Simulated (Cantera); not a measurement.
Charge: 1 mol CH₄, 0.78 mol H₂O, 1.4 mol H₂, at 0.160 bar.

Method: chemical equilibrium by Gibbs-energy minimisation in Cantera with the NASA 1993 tables (ideal gas, pure condensed phases). Candidate condensed phases: C, C₆H₆, C₇H₈, C₈H₁₈, H₂O; 110 gas species. Equilibrium is a limit: real reactors are often held back by kinetics, nucleation or transport.

Q: What share of the C ends up in condensed phases as a function of T (°C), at 450, 500, 550, 600, 650, 700, 750, 800, 850, 900, 950, 1000, 1050, 1100?

A: 
```
T (°C)  C condensed (%)           as
------  ---------------  -----------
450                 2.2  C(graphite)
500                23.3  C(graphite)
550                32.8  C(graphite)
600                31.2  C(graphite)
650                25.9  C(graphite)
700                22.5  C(graphite)
750                21.3  C(graphite)
800                21.1  C(graphite)
850                21.2  C(graphite)
900                21.3  C(graphite)
950                21.5  C(graphite)
1000               21.6  C(graphite)
1050               21.7  C(graphite)
1100               21.8  C(graphite)
```
